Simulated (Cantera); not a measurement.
A closed system holds: 1 mol SiCl4, 1.3 mol HCl, 1.2 mol H2, at 750 Torr.

Cantera equilibrium calculation (NASA polynomials, part measured and part estimated; ideal gas, pure solids and liquids). Candidate condensed phases: Si; 19 gas species. The tables' values for SiCl3 are old estimates; treat these amounts as uncertain. Kinetics and transport are ignored.

Problem. At 725 °C, list the 4 most abundant gas species with their mole fractions, and the condensed phases.

Solution. HCl 0.373, H2 0.341, SiCl4 0.284, SiHCl3 0.00180. Condensed: gas only.
